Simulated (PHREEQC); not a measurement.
Make-up at 25 °C: 0.002 mol HF, 0.00015 mol H2SiF6, 0.17 mol H3BO3 and 0.00855 mol H2SO4 per kg of water. Closed to the air; pH follows from the charge balance.

Equilibrium calculation in PHREEQC: ion-association model, phreeqc.dat.

Task: The ionic strength comes out as 0.0186 mol/kgw. What activity coefficients do F-, BF4-, BF2(OH)2-, BF(OH)3-, SO4-2 get?

Result: F- 0.87, BF4- 0.87, BF2(OH)2- 0.87, BF(OH)3- 0.87, SO4-2 0.59.

Precipitation was switched off in this run. Examples of supersaturated solids here: Quartz (slow to form). Others may be too. SiF6-2 is the database's only silicon fluoride. Real BF4- forms and hydrolyses slowly; the run takes it at equilibrium.
